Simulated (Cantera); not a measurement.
Input: 1 mol SiHCl3, 0.01 mol C2H2, 120 mol H2, held at 190 Pa.

These are equilibrium values from Cantera (NASA tables, ideal gas, pure condensed phases), not measurements of a reactor. Candidate condensed phases: C, C6H6, C7H8, C8H18, Si, SiC; 109 gas species. Mutual solubility and eutectic melting of coexisting phases are not modelled. The tables' values for SiCl are old estimates; treat these amounts as uncertain. Gases not in the tables: Si2H6 and higher silanes. Rates play no part.

x: gas mole fraction; n: condensed amount in mol.

| T (K) | x H2 | x H | x HCl | x Si | x Cl | n Si(s) | n SiC(s) | n Si(l) |
|---|---|---|---|---|---|---|---|---|
| 1525 | 0.976 | 0.000536 | 0.0215 | 9.94e-6 | 9.46e-6 | 0.789 | 0.0200 | 0 |
| 1600 | 0.976 | ? | 0.0213 | ? | ? | 0.774 | 0.0200 | 0 |
| 1675 | 0.974 | ? | 0.0211 | ? | ? | 0.741 | 0.0198 | 0 |
| 1750 | 0.971 | 0.00526 | 0.0212 | 0.000790 | 8.87e-5 | 0 | 0.0192 | 0.673 |
| 1825 | 0.964 | 0.00992 | 0.0213 | 0.00239 | 0.000167 | 0 | 0.0164 | 0.466 |
| 1900 | 0.953 | 0.0178 | 0.0213 | 0.00598 | 0.000300 | 0 | 0.00678 | 0 |
| 1975 | 0.939 | 0.0304 | 0.0222 | 0.00670 | 0.000538 | 0 | 0 | 0 |
| 2050 | 0.919 | 0.0499 | 0.0223 | 0.00711 | 0.000896 | 0 | 0 | 0 |
| 2125 | 0.890 | 0.0786 | 0.0217 | 0.00730 | 0.00141 | 0 | 0 | 0 |
| 2200 | 0.850 | 0.119 | 0.0206 | 0.00730 | 0.00211 | 0 | 0 | 0 |
| 2275 | 0.797 | 0.174 | 0.0191 | 0.00718 | 0.00301 | 0 | 0 | 0 |
| 2350 | 0.727 | 0.244 | 0.0172 | 0.00696 | 0.00413 | 0 | 0 | 0 |
| 2425 | 0.644 | 0.329 | 0.0149 | 0.00665 | 0.00541 | 0 | 0 | 0 |

### Question
Complete the blanks.

### Answer

- 1675, x H: 0.00263
- 1675, x Si: 0.000228
- 1675, x Cl: 4.46e-5
- 1600, x H: 0.00123
- 1600, x Si: 5.13e-5
- 1600, x Cl: 2.13e-5
